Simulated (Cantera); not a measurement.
Cantera run:

```python
import numpy as np
import cantera as ct

gas_names = """
    CL CLO CL2 H HCL HOCL HO2 H2 H2O H2O2 O OH O2 O3 Ti TiCL TiCL2 TiCL3 TiCL4 TiO TiOCL TiOCL2 TiO2
""".split()
cond_names = """
    H2O(s) H2O(L) Ti(a) Ti(b) Ti(L) TiCL2(s) TiCL3(s) TiCL4(L) TiO(a) TiO(b) TiO(L) TiO2(ru) TiO2(L)
    Ti2O3(a) Ti2O3(b) Ti2O3(L) Ti3O5(a) Ti3O5(b) Ti3O5(L) Ti4O7(s) Ti4O7(L)
""".split()


# ... load() reads the species with a 1 bar reference pressure and builds the phases ...
atoms = {
    'TiCl4': {'Ti': 1, 'CL': 4},
    'H2O': {'H': 2, 'O': 1},
}
top_T = {'TiCL2(s)': 1300, 'TiCL3(s)': 1000}  # K; cautious upper limits of use, not melting points


# ... equilibrate(T, P, feed) seeds the gas with the atoms and calls Mixture.equilibrate('TP', solver="vcs", rtol=1e-11, max_steps=5000) ...
results = []
feed = {'TiCl4': 1, 'H2O': 5.8}  # mol
T = 1925  # K
P = 71000  # Pa
mix = equilibrate(T, P, feed)
results.append((T, P, feed, dict(zip(mix.species_names, mix.species_moles))))
x = sorted(zip(gas.X, gas.species_names), reverse=True)
print(f"T = {T:g} K  P = {P:g} Pa  gas = {mix.phase_moles(0):.4g} mol")
print("   x: " + "  ".join(f"{s} {v:.3e}" for v, s in x if v > 1e-06))
print("   condensed (mol): " + ("  ".join(f"{mix.phase(i).name} {mix.phase_moles(i):.4g}"
      for i in range(1, mix.n_phases) if mix.phase_moles(i) > 1e-12) or "none"))
```

It prints:

```
T = 1925 K  P = 71000 Pa  gas = 7.832 mol
   x: HCL 5.041e-01  H2O 4.837e-01  CL 6.425e-03  H2 4.483e-03  OH 7.084e-04  O2 4.204e-04  CL2 9.766e-05  H 7.596e-05  O 8.954e-06  HOCL 3.670e-06  CLO 1.776e-06  TiOCL2 1.717e-06
   condensed (mol): TiO2(ru) 1
```

Cantera equilibrium calculation (NASA polynomials, part measured and part estimated; ideal gas, pure solids and liquids). Gases not in the tables: TiO(OH)2.
